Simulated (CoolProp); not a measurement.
R1336mzz(Z) at 335.44 K and 19.4 MPa is throttled through a valve to 11.4 MPa with no heat exchange. Each further row changes one setting.

Model: reference Helmholtz-energy equation of state, McLinden 2020, in CoolProp.

```csv
case,temperature change (K),final density (kg/m³)
as stated,___,___
outlet pressure 3.42 MPa,___,1270
outlet pressure 14.8 MPa,___,___
```

Question: Complete the blanks.

Answer: 
- as stated, temperature change (K): +2.0
- as stated, final density (kg/m³): 1310
- outlet pressure 3.42 MPa, temperature change (K): +3.6
- outlet pressure 14.8 MPa, temperature change (K): +1.2
- outlet pressure 14.8 MPa, final density (kg/m³): 1320
